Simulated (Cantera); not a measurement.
Input: 1 mol CF4, 0.17 mol H2, equilibrated at 2648.15 K and 7.50 Torr.

Cantera equilibrium calculation (NASA polynomials, part measured and part estimated; ideal gas, pure solids and liquids). Candidate condensed phases: C, C6H6, C7H8, C8H18; 95 gas species. Gases not in the tables: C2F6 and larger saturated fluorocarbons. The numbers say what is thermodynamically allowed, not how fast it happens.

Base state: F 0.670, CF2 0.192, HF 0.102, CF 0.0336, CF3 0.00134, CF4 0.000958, C3 0.000436, C 0.000114 (mole fractions); condensed: C(graphite).

Question: What changes in the equilibrium state with this change: CF4 replaced by c-C4F8?

Answer: 
```csv
species,before,after
F,0.670,0.701
CF2,0.192,0.209
HF,0.102,0.0516
CF,0.0336,0.0351
H,9.87e-5,4.80e-5
CF4,0.000958,0.00114
"C(graphite), mol",0.234,2.36
```
The feed counts by its element totals alone.
